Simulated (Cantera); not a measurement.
# SiH2Cl2 + Cl2 + N2 (silicon epitaxy and polysilicon growth)

Charge: 1 mol SiH2Cl2, 0.0035 mol Cl2, 24 mol N2, equilibrated at 0.133 bar.

Method: chemical equilibrium by Gibbs-energy minimisation in Cantera with the NASA 1993 tables (ideal gas, pure condensed phases). Candidate condensed phases: NH4Cl, Si, Si3N4; 28 gas species. N2 is the only nitrogen source here; it is nearly inert below about 1500 K, so the nitride shown seldom forms there in practice. The tables' values for SiCl3, SiCl are old estimates; treat these amounts as uncertain. The numbers say what is thermodynamically allowed, not how fast it happens.

From 1148 K to 1798 K the condensed part is Si3N4(s). The main Si-bearing gas is SiCl4 at 1148 K and SiCl2 at 1798 K.

```json
[
 {"T (K)": "1148", "log p N2": "-0.91", "log p HCl": "-2.14", "log p H2": "-2.79", "log p SiCl2": "-6.05", "log p SiCl4": "-3.09", "log p SiCl3": "-5.09", "log p Cl": "-7.94", "log p H": "-8.54", "n Si3N4(s)": "0.282"},
 {"T (K)": "1198", "log p N2": "-0.91", "log p HCl": "-2.13", "log p H2": "-2.80", "log p SiCl2": "-5.53", "log p SiCl4": "-3.11", "log p SiCl3": "-4.79", "log p Cl": "-7.51", "log p H": "-8.12", "n Si3N4(s)": "0.283"},
 {"T (K)": "1248", "log p N2": "-0.91", "log p HCl": "-2.13", "log p H2": "-2.82", "log p SiCl2": "-5.05", "log p SiCl4": "-3.13", "log p SiCl3": "-4.52", "log p Cl": "-7.12", "log p H": "-7.74", "n Si3N4(s)": "0.283"},
 {"T (K)": "1298", "log p N2": "-0.91", "log p HCl": "-2.12", "log p H2": "-2.82", "log p SiCl2": "-4.61", "log p SiCl4": "-3.15", "log p SiCl3": "-4.27", "log p Cl": "-6.76", "log p H": "-7.38", "n Si3N4(s)": "0.283"},
 {"T (K)": "1348", "log p N2": "-0.91", "log p HCl": "-2.12", "log p H2": "-2.83", "log p SiCl2": "-4.21", "log p SiCl4": "-3.19", "log p SiCl3": "-4.05", "log p Cl": "-6.42", "log p H": "-7.05", "n Si3N4(s)": "0.282"},
 {"T (K)": "1398", "log p N2": "-0.91", "log p HCl": "-2.12", "log p H2": "-2.83", "log p SiCl2": "-3.85", "log p SiCl4": "-3.24", "log p SiCl3": "-3.86", "log p Cl": "-6.12", "log p H": "-6.74", "n Si3N4(s)": "0.279"},
 {"T (K)": "1448", "log p N2": "-0.91", "log p HCl": "-2.13", "log p H2": "-2.81", "log p SiCl2": "-3.54", "log p SiCl4": "-3.32", "log p SiCl3": "-3.71", "log p Cl": "-5.85", "log p H": "-6.44", "n Si3N4(s)": "0.272"},
 {"T (K)": "1498", "log p N2": "-0.91", "log p HCl": "-2.14", "log p H2": "-2.79", "log p SiCl2": "-3.27", "log p SiCl4": "-3.45", "log p SiCl3": "-3.61", "log p Cl": "-5.60", "log p H": "-6.16", "n Si3N4(s)": "0.260"},
 {"T (K)": "1548", "log p N2": "-0.91", "log p HCl": "-2.16", "log p H2": "-2.75", "log p SiCl2": "-3.05", "log p SiCl4": "-3.63", "log p SiCl3": "-3.56", "log p Cl": "-5.39", "log p H": "-5.89", "n Si3N4(s)": "0.244"},
 {"T (K)": "1598", "log p N2": "-0.91", "log p HCl": "-2.19", "log p H2": "-2.71", "log p SiCl2": "-2.88", "log p SiCl4": "-3.87", "log p SiCl3": "-3.58", "log p Cl": "-5.21", "log p H": "-5.63", "n Si3N4(s)": "0.224"},
 {"T (K)": "1648", "log p N2": "-0.91", "log p HCl": "-2.22", "log p H2": "-2.65", "log p SiCl2": "-2.76", "log p SiCl4": "-4.17", "log p SiCl3": "-3.63", "log p Cl": "-5.05", "log p H": "-5.38", "n Si3N4(s)": "0.202"},
 {"T (K)": "1698", "log p N2": "-0.91", "log p HCl": "-2.27", "log p H2": "-2.60", "log p SiCl2": "-2.66", "log p SiCl4": "-4.49", "log p SiCl3": "-3.72", "log p Cl": "-4.92", "log p H": "-5.14", "n Si3N4(s)": "0.179"},
 {"T (K)": "1748", "log p N2": "-0.91", "log p HCl": "-2.32", "log p H2": "-2.55", "log p SiCl2": "-2.59", "log p SiCl4": "-4.82", "log p SiCl3": "-3.83", "log p Cl": "-4.80", "log p H": "-4.92", "n Si3N4(s)": "0.157"},
 {"T (K)": "1798", "log p N2": "-0.91", "log p HCl": "-2.38", "log p H2": "-2.51", "log p SiCl2": "-2.53", "log p SiCl4": "-5.16", "log p SiCl3": "-3.95", "log p Cl": "-4.70", "log p H": "-4.71", "n Si3N4(s)": "0.137"}
]
```
log p: log10 of the partial pressure in bar; n: condensed amount in mol.
